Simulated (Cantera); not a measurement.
A closed system holds: 1 mol Fe, 2 mol NH3, 53 mol N2, equilibrated at 0.133 bar.

Cantera equilibrium calculation (NASA polynomials, part measured and part estimated; ideal gas, pure solids and liquids). Candidate condensed phases: Fe; 10 gas species. The numbers say what is thermodynamically allowed, not how fast it happens. All values below are at 1850 K.

Base state: N2 0.947, H2 0.0524, Fe 0.000439, H 0.000338 (mole fractions); condensed: Fe(l).

Problem. What changes in the equilibrium state with this change: pressure from 0.133 bar to 50.0 Pa?

Solution. 
```
species       before    after
----------  --------  -------
N2             0.947    0.929
H2            0.0524   0.0489
Fe          0.000439   0.0172
H           0.000338  0.00533
Fe(l), mol     0.975        0
```
